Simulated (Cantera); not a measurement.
A closed system holds: 1 mol Si, 1.2 mol H₂O, 910 mol H₂, equilibrated at 2050 K and 13300 Pa.

Cantera equilibrium calculation (NASA polynomials, part measured and part estimated; ideal gas, pure solids and liquids). Candidate condensed phases: H₂O, Si, SiO₂; 18 gas species. Equilibrium is a limit: real reactors are often held back by kinetics, nucleation or transport.

Base state: H₂ 0.992, H 0.00619, SiO 0.00109, H₂O 0.000219 (mole fractions); condensed: gas only.

Q: What changes in the equilibrium state with this change: H₂O from 1.2 to 0.019 mol?

A: 
```json
[
 {"species": "H₂", "before": "0.992", "after": "0.993"},
 {"species": "H", "before": "0.00619", "after": "0.00619"},
 {"species": "Si", "before": "2.33e-7", "after": "0.000580"},
 {"species": "SiO", "before": "0.00109", "after": "2.08e-5"},
 {"species": "H₂O", "before": "0.000219", "after": "1.67e-9"},
 {"species": "SiH₂", "before": "5.59e-8", "after": "0.000139"},
 {"species": "SiH", "before": "5.13e-8", "after": "0.000128"},
 {"species": "Si(l), mol", "before": "0", "after": "0.191"}
]
```
Gases not in the tables: Si₂H₆ and higher silanes.

Q: What changes in the equilibrium state with this change: Si replaced by SiC?

A: 
```
species             before     after
----------------  --------  --------
H₂                   0.992     0.992
H                  0.00619   0.00619
CO                       0  0.000841
SiO                0.00109  0.000469
C₂H₂ (acetylene)         0   1.97e-5
H₂O               0.000219   7.86e-8
Si                 2.33e-7  0.000278
SiH                5.13e-8   6.13e-5
SiC(s), mol              0     0.178
```
Gases not in the tables: Si₂H₆ and higher silanes. Further candidate phases: C, C₆H₆, C₇H₈, C₈H₁₈, SiC.

Q: What changes in the equilibrium state with this change: H₂O from 1.2 to 0.51 mol?

A: 
| species | before | after |
|---|---|---|
| H₂ | 0.992 | 0.993 |
| H | 0.00619 | 0.00619 |
| SiO | 0.00109 | 0.000558 |
| Si | 2.33e-7 | 0.000363 |
| H₂O | 0.000219 | 7.17e-8 |
| SiH₂ | 5.59e-8 | 8.70e-5 |
| SiH | 5.13e-8 | 7.98e-5 |
Gases not in the tables: Si₂H₆ and higher silanes.
